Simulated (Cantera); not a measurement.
A freely propagating, adiabatic, planar premixed flame of 25.9 % CO, 2.46 % H₂, 15.1 % O₂, 56.6 % N₂, equivalence ratio 0.94, unburnt at 348 K and 563 Torr; unity-Lewis-number transport, grid criteria slope 0.08 and curve 0.16, no radiation.

Computed with Cantera and GRI-Mech 3.0 (53 species, 325 reactions). Unity Lewis numbers drop preferential diffusion, which matters most where H2 and H carry the flame. Burning velocities carry a grid error of a few per cent, more on coarse grids.

x: mole fraction of selected species; z is measured from the peak of heat release.

```json
[
 {"z (mm)": "-2.69", "T (K)": "348", "u (m/s)": "0.444", "x CO": "0.259", "x H₂": "0.0246", "x O₂": "0.151", "x O": "<1e-8", "x H₂O": "3.33e-8", "x NO": "<1e-8"},
 {"z (mm)": "-1.80", "T (K)": "348", "u (m/s)": "0.444", "x CO": "0.259", "x H₂": "0.0246", "x O₂": "0.151", "x O": "<1e-8", "x H₂O": "7.43e-7", "x NO": "<1e-8"},
 {"z (mm)": "-1.35", "T (K)": "348", "u (m/s)": "0.445", "x CO": "0.259", "x H₂": "0.0246", "x O₂": "0.150", "x O": "<1e-8", "x H₂O": "5.38e-6", "x NO": "<1e-8"},
 {"z (mm)": "-0.898", "T (K)": "351", "u (m/s)": "0.447", "x CO": "0.258", "x H₂": "0.0245", "x O₂": "0.150", "x O": "<1e-8", "x H₂O": "4.59e-5", "x NO": "<1e-8"},
 {"z (mm)": "-0.449", "T (K)": "418", "u (m/s)": "0.532", "x CO": "0.253", "x H₂": "0.0234", "x O₂": "0.147", "x O": "1.48e-6", "x H₂O": "0.00128", "x NO": "2.94e-7"},
 {"z (mm)": "-0.225", "T (K)": "?", "u (m/s)": "0.873", "x CO": "?", "x H₂": "?", "x O₂": "?", "x O": "?", "x H₂O": "?", "x NO": "?"},
 {"z (mm)": "0", "T (K)": "1172", "u (m/s)": "1.43", "x CO": "0.179", "x H₂": "0.00601", "x O₂": "0.100", "x O": "0.00551", "x H₂O": "0.0165", "x NO": "9.47e-6"},
 {"z (mm)": "0.225", "T (K)": "1477", "u (m/s)": "1.76", "x CO": "0.131", "x H₂": "0.00196", "x O₂": "0.0704", "x O": "0.0148", "x H₂O": "0.0178", "x NO": "2.09e-5"},
 {"z (mm)": "0.449", "T (K)": "1644", "u (m/s)": "1.94", "x CO": "0.106", "x H₂": "0.00216", "x O₂": "0.0576", "x O": "0.0163", "x H₂O": "0.0171", "x NO": "3.26e-5"},
 {"z (mm)": "0.898", "T (K)": "1815", "u (m/s)": "2.11", "x CO": "0.0903", "x H₂": "0.00213", "x O₂": "0.0503", "x O": "0.0129", "x H₂O": "0.0187", "x NO": "4.96e-5"},
 {"z (mm)": "1.80", "T (K)": "1967", "u (m/s)": "2.26", "x CO": "0.0780", "x H₂": "0.00172", "x O₂": "0.0453", "x O": "0.00852", "x H₂O": "0.0211", "x NO": "7.26e-5"},
 {"z (mm)": "3.59", "T (K)": "2097", "u (m/s)": "2.39", "x CO": "0.0652", "x H₂": "0.00132", "x O₂": "0.0399", "x O": "0.00540", "x H₂O": "0.0228", "x NO": "0.000116"},
 {"z (mm)": "7.18", "T (K)": "2205", "u (m/s)": "2.49", "x CO": "?", "x H₂": "?", "x O₂": "?", "x O": "?", "x H₂O": "0.0241", "x NO": "?"}
]
```

Task: What belongs in the gaps?

Result: 
- -0.225, T (K): 697
- -0.225, x CO: 0.231
- -0.225, x H₂: 0.0182
- -0.225, x O₂: 0.134
- -0.225, x O: 0.000163
- -0.225, x H₂O: 0.00666
- -0.225, x NO: 2.71e-6
- 7.18, x CO: 0.0530
- 7.18, x H₂: 0.000999
- 7.18, x O₂: 0.0346
- 7.18, x O: 0.00337
- 7.18, x NO: 0.000217
